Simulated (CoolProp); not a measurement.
Vapour-liquid equilibrium of n-octane (1) + p-xylene (2) at 417.6 K; x and y are mole fractions of (1).

Computed with CoolProp (multi-fluid Helmholtz-energy mixture model, Beckmüller 2019 and Zhou 2012; pair parameters Bell 2016).

```tsv
x	bubble pressure, mixture model (kPa)	bubble pressure, Raoult's law (kPa)	y, mixture model	y, Raoult's law
0.05	(withheld)	121.4	0.081	0.068
0.125	129.1	124.9	0.186	0.166
0.2	134.3	128.5	0.278	0.259
0.275	138.8	132.0	(withheld)	0.346
0.35	142.9	135.5	0.435	0.429
0.425	146.5	139.1	0.506	0.508
0.5	149.9	142.6	0.573	0.583
0.575	152.9	146.1	0.638	0.654
0.65	155.7	149.6	0.702	0.722
0.725	158.3	153.2	0.766	0.786
0.8	(withheld)	156.7	0.829	0.848
0.875	162.9	160.2	0.893	0.907
0.95	164.9	163.8	0.957	0.964
```

**Question.** Fill in the missing entries.

**Answer.** 
- 0.05, bubble pressure, mixture model (kPa): 123.4
- 0.275, y, mixture model: 0.360
- 0.8, bubble pressure, mixture model (kPa): 160.7

The largest gap from Raoult's law is +5.5 % in bubble pressure, at x = 0.35. No azeotrope shows between x = 0.05 and 0.95.

The pair parameters rest on a limited set of measurements; away from them the model extrapolates.
